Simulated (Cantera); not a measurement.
What does this Cantera script print?

```python
import numpy as np
import cantera as ct

gas_names = [...]  # 109 gases of nasa_gas.yaml made of C, Cl, H, Si
cond_names = """
    C(gr) C6H6(L) C7H8(L) C8H18(L),n-octa Si(cr) Si(L) SiC(b)
""".split()


# ... load() reads the species with a 1 bar reference pressure and builds the phases ...
atoms = {
    'SiHCl3': {'Si': 1, 'H': 1, 'CL': 3},
    'CH4': {'C': 1, 'H': 4},
    'H2': {'H': 2},
}
top_T = {'C(gr)': 4500, 'SiC(b)': 3050}  # K; cautious upper limits of use, not melting points


# ... equilibrate(T, P, feed) seeds the gas with the atoms and calls Mixture.equilibrate('TP', solver="vcs", rtol=1e-11, max_steps=5000) ...
results = []
feed = {'SiHCl3': 1, 'CH4': 0.11, 'H2': 8.9}  # mol
P = 7700  # Pa
for T in [1048, 1148, 1248, 1348, 1448, 1548, 1648, 1748, 1848, 1948, 2048, 2148, 2248, 2348]:
    mix = equilibrate(T, P, feed)
    results.append((T, P, feed, dict(zip(mix.species_names, mix.species_moles))))
    x = sorted(zip(gas.X, gas.species_names), reverse=True)
    print(f"T = {T:g} K  P = {P:g} Pa  gas = {mix.phase_moles(0):.4g} mol")
    print("   x: " + "  ".join(f"{s} {v:.3e}" for v, s in x if v > 1e-06))
    print("   condensed (mol): " + ("  ".join(f"{mix.phase(i).name} {mix.phase_moles(i):.4g}"
          for i in range(1, mix.n_phases) if mix.phase_moles(i) > 1e-12) or "none"))
```

Result:

```
T = 1048 K  P = 7700 Pa  gas = 10.41 mol
   x: H2 9.018e-01  SiCL4 4.993e-02  HCL 2.702e-02  SiHCL3 1.705e-02  SiCL3 2.027e-03  SiCL2 1.508e-03  SiH2CL2 6.619e-04  SiH3CL 6.688e-06  CH4 2.131e-06
   condensed (mol): Si(cr) 0.1494  SiC(b) 0.11
T = 1148 K  P = 7700 Pa  gas = 10.51 mol
   x: H2 8.819e-01  HCL 5.123e-02  SiCL4 4.074e-02  SiHCL3 1.407e-02  SiCL2 6.530e-03  SiCL3 4.909e-03  SiH2CL2 6.086e-04  SiH3CL 7.091e-06  CH4 1.724e-06
   condensed (mol): Si(cr) 0.1872  SiC(b) 0.11
T = 1248 K  P = 7700 Pa  gas = 10.68 mol
   x: H2 8.543e-01  HCL 8.129e-02  SiCL4 2.630e-02  SiCL2 1.942e-02  SiHCL3 9.735e-03  SiCL3 8.414e-03  SiH2CL2 4.896e-04  SiH3CL 6.828e-06  H 1.556e-06  CH4 1.400e-06
   condensed (mol): Si(cr) 0.2023  SiC(b) 0.11
T = 1348 K  P = 7700 Pa  gas = 10.88 mol
   x: H2 8.274e-01  HCL 1.072e-01  SiCL2 3.897e-02  SiCL4 1.156e-02  SiCL3 9.472e-03  SiHCL3 5.065e-03  SiH2CL2 3.233e-04  H 7.584e-06  SiH3CL 5.866e-06  CH4 1.158e-06
   condensed (mol): Si(cr) 0.1783  SiC(b) 0.11
T = 1448 K  P = 7700 Pa  gas = 11.02 mol
   x: H2 8.117e-01  HCL 1.204e-01  SiCL2 5.503e-02  SiCL3 7.196e-03  SiCL4 3.457e-03  SiHCL3 1.993e-03  SiH2CL2 1.777e-04  H 2.993e-05  SiH3CL 4.602e-06  CL 3.618e-06  SiCL 1.626e-06
   condensed (mol): Si(cr) 0.1423  SiC(b) 0.11
T = 1548 K  P = 7700 Pa  gas = 11.08 mol
   x: H2 8.059e-01  HCL 1.241e-01  SiCL2 6.363e-02  SiCL3 4.510e-03  SiCL4 8.950e-04  SiHCL3 7.097e-04  H 9.962e-05  SiH2CL2 9.170e-05  CL 1.225e-05  SiCL 7.775e-06  SiH3CL 3.508e-06  SiH2 2.197e-06
   condensed (mol): Si(cr) 0.1163  SiC(b) 0.11
T = 1648 K  P = 7700 Pa  gas = 11.1 mol
   x: H2 8.042e-01  HCL 1.241e-01  SiCL2 6.800e-02  SiCL3 2.743e-03  H 2.878e-04  SiHCL3 2.638e-04  SiCL4 2.439e-04  SiH2CL2 4.870e-05  CL 3.483e-05  SiCL 2.974e-05  SiH2 6.816e-06  Si 3.345e-06  SiH3CL 2.706e-06  SiH 1.531e-06
   condensed (mol): Si(cr) 0.09803  SiC(b) 0.11
T = 1748 K  P = 7700 Pa  gas = 11.11 mol
   x: H2 8.012e-01  HCL 1.279e-01  SiCL2 6.801e-02  SiCL3 1.723e-03  H 7.370e-04  SiHCL3 1.073e-04  CL 9.076e-05  SiCL 8.912e-05  SiCL4 7.786e-05  SiH2CL2 2.629e-05  Si 1.890e-05  SiH2 1.644e-05  SiH 6.249e-06  SiH3CL 1.968e-06
   condensed (mol): Si(L) 0.1112  SiC(b) 0.11
T = 1848 K  P = 7700 Pa  gas = 11.13 mol
   x: H2 7.966e-01  HCL 1.343e-01  SiCL2 6.560e-02  H 1.705e-03  SiCL3 1.126e-03  SiCL 2.232e-04  CL 2.186e-04  Si 8.147e-05  SiHCL3 4.767e-05  SiH2 3.314e-05  SiCL4 2.857e-05  SiH 2.011e-05  SiH2CL2 1.466e-05  SiH3CL 1.396e-06  Si2C 1.109e-06
   condensed (mol): Si(L) 0.1426  SiC(b) 0.11
T = 1948 K  P = 7700 Pa  gas = 11.14 mol
   x: H2 7.913e-01  HCL 1.398e-01  SiCL2 6.297e-02  H 3.623e-03  SiCL3 7.619e-04  SiCL 5.058e-04  CL 4.800e-04  Si 3.017e-04  SiH2 6.201e-05  SiH 5.725e-05  SiHCL3 2.282e-05  SiCL4 1.150e-05  SiH2CL2 8.626e-06  Si2C 6.596e-06  Si2 2.749e-06  CH4 1.062e-06  SiH3CL 1.022e-06
   condensed (mol): Si(L) 0.1688  SiC(b) 0.1099
T = 2048 K  P = 7700 Pa  gas = 11.18 mol
   x: H2 7.845e-01  HCL 1.443e-01  SiCL2 6.017e-02  H 7.148e-03  SiCL 1.052e-03  Si 9.814e-04  CL 9.735e-04  SiCL3 5.300e-04  SiH 1.466e-04  SiH2 1.087e-04  Si2C 3.278e-05  SiHCL3 1.163e-05  Si2 1.139e-05  SiH2CL2 5.304e-06  SiCL4 4.998e-06  C2H2,acetylene 3.497e-06  Si3 2.385e-06  CH4 1.158e-06
   condensed (mol): Si(L) 0.1849  SiC(b) 0.1095
T = 2148 K  P = 7700 Pa  gas = 11.25 mol
   x: H2 7.744e-01  HCL 1.474e-01  SiCL2 5.710e-02  H 1.322e-02  Si 2.856e-03  SiCL 2.031e-03  CL 1.841e-03  SiCL3 3.761e-04  SiH 3.424e-04  SiH2 1.799e-04  Si2C 1.396e-04  Si2 4.120e-05  C2H2,acetylene 1.234e-05  Si3 8.236e-06  SiHCL3 6.213e-06  SiH2CL2 3.369e-06  SiCL4 2.308e-06  SiC2 1.865e-06  CH4 1.243e-06
   condensed (mol): Si(L) 0.1799  SiC(b) 0.1081
T = 2248 K  P = 7700 Pa  gas = 11.39 mol
   x: H2 7.583e-01  HCL 1.486e-01  SiCL2 5.357e-02  H 2.305e-02  Si 7.551e-03  SiCL 3.664e-03  CL 3.270e-03  SiH 7.369e-04  Si2C 5.201e-04  SiH2 2.817e-04  SiCL3 2.692e-04  Si2 1.325e-04  C2H2,acetylene 3.852e-05  Si3 2.535e-05  SiC2 1.330e-05  SiHCL3 3.424e-06  SiH2CL2 2.179e-06  CH4 1.303e-06  SiCL4 1.111e-06
   condensed (mol): Si(L) 0.1288  SiC(b) 0.1029
T = 2348 K  P = 7700 Pa  gas = 11.65 mol
   x: H2 7.315e-01  HCL 1.484e-01  SiCL2 4.852e-02  H 3.806e-02  Si 1.763e-02  SiCL 6.030e-03  CL 5.534e-03  Si2C 1.657e-03  SiH 1.413e-03  SiH2 4.007e-04  Si2 3.552e-04  SiCL3 1.907e-04  C2H2,acetylene 1.161e-04  SiC2 8.310e-05  Si3 6.259e-05  SiHCL3 1.896e-06  SiH2CL2 1.384e-06  CH4 1.372e-06  CH3 1.328e-06
   condensed (mol): SiC(b) 0.08601
```

Cantera equilibrium calculation (NASA polynomials, part measured and part estimated; ideal gas, pure solids and liquids). Mutual solubility and eutectic melting of coexisting phases are not modelled. The tables' values for SiCl3, SiCl are old estimates; treat these amounts as uncertain. Gases not in the tables: Si2H6 and higher silanes.
